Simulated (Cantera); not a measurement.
An isothermal, constant-pressure homogeneous reactor starts with C₂H₄ : H₂ = 1 : 50 (molar parts), at 1150 K and 0.0109 atm. Integrator tolerance rtol = 1e-08.

Cantera simulation using GRI-Mech 3.0 (53 species, 325 reactions); the numbers are that mechanism's predictions, not measurements. GRI-Mech 3.0 was tuned for natural gas; its chemistry of ethylene as a main component is partial and can be far from experiment. GRI-Mech 3.0 stops at C3 and has no aromatics, soot or wall deposition, so with more carbon than oxygen in the feed, carbon stays in small species such as C2H2 where larger ones or solid carbon would form. Radical loss at walls, strong at low pressure, is not modelled.

Question: What does this change do: pressure from 0.0109 atm to 0.000464 atm?

Answer: 
```csv
quantity,before,after
x(C₂H₄) at 100 s,0.00585 (gas-phase equilibrium 0.000272),0.0195 (gas-phase equilibrium 0.000198)
x(H₂) at 100 s,0.980 (gas-phase equilibrium 0.961),0.980 (gas-phase equilibrium 0.977)
x(CH₃) at 100 s,6.98e-8 (gas-phase equilibrium 5.12e-7),2.41e-12 (gas-phase equilibrium 4.40e-7)
x(C₂H₆) at 100 s,1.64e-5 (gas-phase equilibrium 8.16e-7),3.32e-8 (gas-phase equilibrium 2.57e-8)
x(CH₄) at 100 s,0.000968 (gas-phase equilibrium 0.0375),1.08e-8 (gas-phase equilibrium 0.00671)
x(H) at 100 s,3.68e-6 (gas-phase equilibrium 7.02e-7),3.30e-8 (gas-phase equilibrium 3.42e-6)
x(CH₂) at 100 s,<1e-12 (gas-phase equilibrium <1e-12),<1e-12 (gas-phase equilibrium <1e-12)
```

Question: What does this change do: pressure from 0.0109 atm to 0.00365 atm?

Answer: 
```json
[
 {"quantity": "x(C₂H₄) at 100 s", "before": "0.00585 (gas-phase equilibrium 0.000272)", "after": "0.0134 (gas-phase equilibrium 0.000476)"},
 {"quantity": "x(H₂) at 100 s", "before": "0.980 (gas-phase equilibrium 0.961)", "after": "0.980 (gas-phase equilibrium 0.966)"},
 {"quantity": "x(CH₃) at 100 s", "before": "6.98e-8 (gas-phase equilibrium 5.12e-7)", "after": "6.70e-9 (gas-phase equilibrium 6.78e-7)"},
 {"quantity": "x(C₂H₆) at 100 s", "before": "1.64e-5 (gas-phase equilibrium 8.16e-7)", "after": "1.24e-5 (gas-phase equilibrium 4.82e-7)"},
 {"quantity": "x(CH₄) at 100 s", "before": "0.000968 (gas-phase equilibrium 0.0375)", "after": "0.000103 (gas-phase equilibrium 0.0289)"},
 {"quantity": "x(H) at 100 s", "before": "3.68e-6 (gas-phase equilibrium 7.02e-7)", "after": "2.83e-6 (gas-phase equilibrium 1.21e-6)"},
 {"quantity": "x(CH₂) at 100 s", "before": "<1e-12 (gas-phase equilibrium <1e-12)", "after": "<1e-12 (gas-phase equilibrium <1e-12)"}
]
```
